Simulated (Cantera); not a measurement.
An adiabatic, constant-pressure homogeneous reactor starts with CH4 : C2H6 : O2 : N2 : H2O = 1 : 0.27 : 1.47 : 5.54 : 1.7 (molar parts), at 1050 K and 3000 Torr. Integrator tolerance rtol = 1e-08.

Model: GRI-Mech 3.0 (53 species, 325 reactions), integrated in Cantera.

Question: What does this change do: constant volume in place of constant pressure?

Answer: 
```csv
quantity,before,after
time of steepest temperature rise,13.9 ms,13.3 ms
temperature at 2.00 s,1988 K,2258 K
equilibrium temperature,1988 K,2258 K
x(CH4) at 2.00 s,1.17e-9 (gas-phase equilibrium 1.33e-9),1.44e-9 (gas-phase equilibrium 1.62e-9)
x(C2H6) at 2.00 s,<1e-12 (gas-phase equilibrium <1e-12),<1e-12 (gas-phase equilibrium <1e-12)
x(O2) at 2.00 s,4.05e-8 (gas-phase equilibrium 4.05e-8),6.65e-7 (gas-phase equilibrium 6.65e-7)
x(N2O) at 2.00 s,2.28e-10 (gas-phase equilibrium 2.23e-10),2.73e-9 (gas-phase equilibrium 2.73e-9)
x(H2) at 2.00 s,0.155 (gas-phase equilibrium 0.155),0.151 (gas-phase equilibrium 0.151)
x(HCN) at 2.00 s,1.74e-7 (gas-phase equilibrium 1.58e-7),3.74e-7 (gas-phase equilibrium 3.74e-7)
```

Question: What does this change do: pressure from 3000 Torr to 9750 Torr?

Answer: 
```
quantity                                                              before                                      after
---------------------------------  -----------------------------------------  -----------------------------------------
time of steepest temperature rise                                    13.9 ms                                    6.05 ms
temperature at 2.00 s                                                 1988 K                                     1989 K
equilibrium temperature                                               1988 K                                     1989 K
x(CH4) at 2.00 s                     1.17e-9 (gas-phase equilibrium 1.33e-9)    1.27e-8 (gas-phase equilibrium 1.40e-8)
x(C2H6) at 2.00 s                      <1e-12 (gas-phase equilibrium <1e-12)      <1e-12 (gas-phase equilibrium <1e-12)
x(O2) at 2.00 s                      4.05e-8 (gas-phase equilibrium 4.05e-8)    1.26e-8 (gas-phase equilibrium 1.26e-8)
x(N2O) at 2.00 s                   2.28e-10 (gas-phase equilibrium 2.23e-10)  2.22e-10 (gas-phase equilibrium 2.25e-10)
x(H2) at 2.00 s                          0.155 (gas-phase equilibrium 0.155)        0.155 (gas-phase equilibrium 0.155)
x(HCN) at 2.00 s                     1.74e-7 (gas-phase equilibrium 1.58e-7)    4.67e-7 (gas-phase equilibrium 5.14e-7)
```
The pressure lies above the range GRI-Mech 3.0 was tuned for (to about 10 atm).

Question: What does this change do: pressure from 3000 Torr to 203 Torr?

Answer: 
```tsv
quantity	before	after
time of steepest temperature rise	13.9 ms	91.1 ms
temperature at 2.00 s	1988 K	1983 K
equilibrium temperature	1988 K	1983 K
x(CH4) at 2.00 s	1.17e-9 (gas-phase equilibrium 1.33e-9)	5.39e-12 (gas-phase equilibrium 6.26e-12)
x(C2H6) at 2.00 s	<1e-12 (gas-phase equilibrium <1e-12)	<1e-12 (gas-phase equilibrium <1e-12)
x(O2) at 2.00 s	4.05e-8 (gas-phase equilibrium 4.05e-8)	5.52e-7 (gas-phase equilibrium 5.53e-7)
x(N2O) at 2.00 s	2.28e-10 (gas-phase equilibrium 2.23e-10)	3.07e-10 (gas-phase equilibrium 2.11e-10)
x(H2) at 2.00 s	0.155 (gas-phase equilibrium 0.155)	0.154 (gas-phase equilibrium 0.154)
x(HCN) at 2.00 s	1.74e-7 (gas-phase equilibrium 1.58e-7)	2.30e-8 (gas-phase equilibrium 1.06e-8)
```
